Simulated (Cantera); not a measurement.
Cantera run, input and output.

```python
import numpy as np
import cantera as ct

gas = ct.Solution("h2o2.yaml")
gas.TPX = 373, 13332, {'H2': 1, 'O2': 1, 'N2': 5, 'H2O': 0.12}
flame = ct.FreeFlame(gas, width=0.16)
flame.set_refine_criteria(ratio=3, slope=0.08, curve=0.16)
flame.transport_model = "mixture-averaged"
flame.solve(loglevel=0, auto=True)
z, T = flame.grid, flame.T
thick = (T[-1] - T[0]) / np.gradient(T, z).max()
show = ['H2', 'O2', 'H2O', 'OH', 'H2O2', 'O']
print(f"laminar burning velocity  {flame.velocity[0] * 100:.3f} cm/s")
print(f"burnt temperature         {T[-1]:.1f} K")
print(f"thermal thickness         {thick * 1e3:.4f} mm")
print(f"grid points               {len(z)}")
z0 = z[flame.heat_release_rate.argmax()]
print(f"{'z/mm':>9s}{'T/K':>9s}{'u/(m/s)':>9s}" + "".join(f"{s:>11s}" for s in show))
rows = []
for k in (-3, -2, -1.5, -1, -0.5, -0.25, 0, 0.25, 0.5, 1, 2, 4, 8):
    zz = z0 + k * thick
    rows.append([k * thick, np.interp(zz, z, T), np.interp(zz, z, flame.velocity),
                 *(np.interp(zz, z, flame.X[gas.species_index(s)]) for s in show)])
    print(f"{rows[-1][0] * 1e3:9.3f}{rows[-1][1]:9.1f}{rows[-1][2]:9.3f}" + "".join(f"{x:11.3e}" for x in rows[-1][3:]))
```

Output:

```
laminar burning velocity  57.049 cm/s
burnt temperature         1438.8 K
thermal thickness         5.3396 mm
grid points               109
     z/mm      T/K  u/(m/s)         H2         O2        H2O         OH       H2O2          O
  -16.019    373.0    0.570  1.402e-01  1.405e-01  1.686e-02  4.312e-14  2.408e-10  9.468e-12
  -10.679    373.1    0.570  1.394e-01  1.406e-01  1.688e-02  9.545e-13  6.304e-09  1.985e-10
   -8.009    373.3    0.569  1.374e-01  1.409e-01  1.693e-02  7.898e-12  5.142e-08  1.287e-09
   -5.340    376.1    0.569  1.310e-01  1.419e-01  1.722e-02  8.319e-10  8.483e-07  1.468e-08
   -2.670    458.6    0.677  1.026e-01  1.430e-01  2.576e-02  3.671e-05  2.249e-05  4.191e-06
   -1.335    678.1    0.983  7.215e-02  1.338e-01  5.301e-02  2.279e-04  9.091e-06  9.985e-05
    0.000    932.7    1.340  3.877e-02  1.134e-01  9.560e-02  6.100e-04  1.046e-06  1.181e-03
    1.335   1114.7    1.598  1.526e-02  9.232e-02  1.321e-01  1.614e-03  1.122e-06  3.075e-03
    2.670   1218.7    1.745  6.510e-03  8.270e-02  1.481e-01  2.336e-03  1.147e-06  3.732e-03
    5.340   1317.1    1.880  3.164e-03  7.856e-02  1.567e-01  2.666e-03  8.128e-07  2.973e-03
   10.679   1386.2    1.974  1.642e-03  7.742e-02  1.614e-01  2.290e-03  4.408e-07  1.577e-03
   21.359   1421.2    2.020  6.124e-04  7.721e-02  1.641e-01  1.509e-03  2.158e-07  5.833e-04
   42.717   1433.8    2.037  1.766e-04  7.732e-02  1.652e-01  8.331e-04  9.610e-08  1.683e-04
```

Cantera simulation using the H2/O2 subset of GRI-Mech 3.0, which has no nitrogen chemistry; the numbers are that mechanism's predictions, not measurements. Burning velocities carry a grid error of a few per cent, more on coarse grids. Lean hydrogen flames are cellular in practice and burn faster than this planar one.
